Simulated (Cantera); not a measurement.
Adiabatic ignition

An adiabatic, constant-volume homogeneous reactor starts with 12.5 % CO, 4.37 % H₂, 0.475 % CH₄, 17.4 % O₂, 65.3 % N₂, equivalence ratio 0.54, at 1498 K and 0.987 atm.

Computed with Cantera and GRI-Mech 3.0 (53 species, 325 reactions).

```csv
t (s),T (K),P (bar),x CO,x H₂,x CH₄,x NO₂,x CO₂,x NO
1.00e-6,1498,1.00,0.125,0.0437,0.00475,<1e-12,5.10e-8,<1e-12
3.80e-6,1498,1.000,0.125,0.0437,0.00475,<1e-12,3.28e-7,<1e-12
1.44e-5,1498,1.00,0.125,0.0434,0.00468,<1e-12,5.43e-5,8.86e-12
5.48e-5,2021,1.32,0.0620,0.00495,<1e-12,1.12e-8,0.0701,3.12e-5
0.000208,2594,1.64,0.0376,0.00255,<1e-12,4.02e-7,0.0993,0.000710
0.000790,2714,1.70,0.0293,0.00188,<1e-12,3.48e-6,0.109,0.00563
0.00300,2702,1.69,0.0286,0.00185,<1e-12,9.30e-6,0.110,0.0153
0.0114,2697,1.69,0.0284,0.00184,<1e-12,1.13e-5,0.110,0.0188
0.0433,2697,1.69,0.0284,0.00184,<1e-12,1.13e-5,0.110,0.0188
0.164,2697,1.69,0.0284,0.00184,<1e-12,1.13e-5,0.110,0.0188
0.624,2697,1.69,0.0284,0.00184,<1e-12,1.13e-5,0.110,0.0188
2.37,2697,1.69,0.0284,0.00184,<1e-12,1.13e-5,0.110,0.0188
9.00,2697,1.69,0.0284,0.00184,<1e-12,1.13e-5,0.110,0.0188
```
x: mole fraction; the columns are a selection and need not sum to one.

- time of steepest temperature rise: 23.9 µs
- temperature at 9.00 s: 2697 K
- equilibrium temperature: 2697 K
- x(CO) at 9.00 s: 0.0284 (gas-phase equilibrium 0.0284)
- x(H₂) at 9.00 s: 0.00184 (gas-phase equilibrium 0.00184)
- x(CH₄) at 9.00 s: <1e-12 (gas-phase equilibrium <1e-12)
